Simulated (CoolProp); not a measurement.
The numbers come from the reference Helmholtz-energy equation of state, Akasaka 2024 in CoolProp.

Task: For R1132(E), give the phase and the Z, cv (kJ/(kg K)), speed of sound (m/s), fugacity coefficient at 384.6 K and 1.17 MPa.

Result: 
- 384.6 K and 1.17 MPa: gas; Z 0.942, cv 0.972, speed of sound 228, fugacity coefficient 0.945
